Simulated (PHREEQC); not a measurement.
Make-up at 20 °C: 0.0012 mol/kgw KH2PO4, 0.041 mol/kgw K2HPO4 and 0.0001 mol/kgw H4SiO4. Closed to the air; pH follows from the charge balance.

Equilibrium calculation in PHREEQC: ion-association model, wateq4f.dat.

```json
[
 {"quantity": "pH", "before": "8.38", "after": "6.18"},
 {"quantity": "ionic strength (mol/kgw)", "before": "0.120", "after": "0.0894"},
 {"quantity": "HPO4-2 (mol/kgw)", "before": "0.0389", "after": "0.00660"},
 {"quantity": "KHPO4- (mol/kgw)", "before": "0.00212", "after": "0.000406"},
 {"quantity": "H4SiO4 (mol/kgw)", "before": "9.61e-5", "after": "1.00e-4"}
]
```

### Question
What was changed between the two runs?
(A) 0.049 mol/kgw HNO3 added
(B) 0.013 mol/kgw NaOH added
(C) 0.0079 mol/kgw KOH added
(D) 0.034 mol/kgw HCl added
(E) H4SiO4 from 0.0001 to 2e-05 mol/kgw

### Answer
D, 0.034 mol/kgw HCl added

No solid was allowed to form. Some of these states are supersaturated (in Quartz (slow to form), for instance). H3PO4, which wateq4f.dat lacks, is added to it with the constant of phreeqc.dat.
